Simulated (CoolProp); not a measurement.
A simple Rankine cycle with benzene: condensing at 288.15 K, boiler at 0.728 MPa, turbine inlet 449.4 K, turbine efficiency 0.65, pump efficiency 0.8, no recuperator. Each further row changes one setting.

The numbers come from the reference Helmholtz-energy equation of state, Thol 2012 in CoolProp.

| case | thermal efficiency (%) | net work (kJ/kg) | heat in (kJ/kg) | turbine exit temperature (K) | volume ratio over the turbine |
|---|---|---|---|---|---|
| as stated | 17.8 | 113 | 635 | 358.9 | 83.8 |
| turbine inlet 469.4 K | 17.9 | 120 | 670 | 380.1 | 83.3 |
| condensing temperature 280.15 K | 18.7 | 121 | 649 | 352.0 | 125 |
| boiler pressure 0.51 MPa | 16.7 | 107 | 642 | 368.0 | 57.7 |
| turbine efficiency 0.55 | 15.0 | 95.3 | 635 | 372.1 | 87.0 |
